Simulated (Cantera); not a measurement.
NO annealing gas

An isothermal, constant-pressure homogeneous reactor starts with 40.0 % NO, 60.0 % N₂, at 2200 K and 0.830 bar.

Detailed kinetics in Cantera: GRI-Mech 3.0 (53 species, 325 reactions).

```json
[
 {"t (s)": "7.00e-6", "x NO": "0.400", "x NO₂": "2.09e-7", "x O": "3.93e-6", "x N₂O": "3.95e-6", "x N₂": "0.600"},
 {"t (s)": "2.44e-5", "x NO": "0.400", "x NO₂": "1.91e-6", "x O": "1.33e-5", "x N₂O": "1.30e-5", "x N₂": "0.600"},
 {"t (s)": "8.53e-5", "x NO": "0.400", "x NO₂": "1.22e-5", "x O": "4.81e-5", "x N₂O": "3.76e-5", "x N₂": "0.600"},
 {"t (s)": "0.000298", "x NO": "0.400", "x NO₂": "5.35e-5", "x O": "0.000178", "x N₂O": "7.38e-5", "x N₂": "0.600"},
 {"t (s)": "0.00104", "x NO": "0.398", "x NO₂": "9.51e-5", "x O": "0.000314", "x N₂O": "8.21e-5", "x N₂": "0.601"},
 {"t (s)": "0.00363", "x NO": "0.393", "x NO₂": "0.000105", "x O": "0.000348", "x N₂O": "7.96e-5", "x N₂": "0.603"},
 {"t (s)": "0.0127", "x NO": "0.376", "x NO₂": "0.000132", "x O": "0.000443", "x N₂O": "7.15e-5", "x N₂": "0.612"},
 {"t (s)": "0.0442", "x NO": "0.313", "x NO₂": "0.000174", "x O": "0.000679", "x N₂O": "4.80e-5", "x N₂": "0.643"},
 {"t (s)": "0.154", "x NO": "0.152", "x NO₂": "0.000136", "x O": "0.00107", "x N₂O": "1.10e-5", "x N₂": "0.724"},
 {"t (s)": "0.539", "x NO": "0.0249", "x NO₂": "2.72e-5", "x O": "0.00129", "x N₂O": "8.17e-7", "x N₂": "0.787"},
 {"t (s)": "1.88", "x NO": "0.0122", "x NO₂": "1.36e-5", "x O": "0.00131", "x N₂O": "6.20e-7", "x N₂": "0.793"},
 {"t (s)": "6.57", "x NO": "0.0122", "x NO₂": "1.35e-5", "x O": "0.00131", "x N₂O": "6.20e-7", "x N₂": "0.793"},
 {"t (s)": "22.9", "x NO": "0.0122", "x NO₂": "1.35e-5", "x O": "0.00131", "x N₂O": "6.20e-7", "x N₂": "0.793"},
 {"t (s)": "80.0", "x NO": "0.0122", "x NO₂": "1.35e-5", "x O": "0.00131", "x N₂O": "6.20e-7", "x N₂": "0.793"}
]
```
x: mole fraction; the columns are a selection and need not sum to one.

Equilibrium at this temperature and pressure: NO 0.0122, NO₂ 1.35e-5, O 0.00131, N₂O 6.20e-7, N₂ 0.793 (gas phase only).
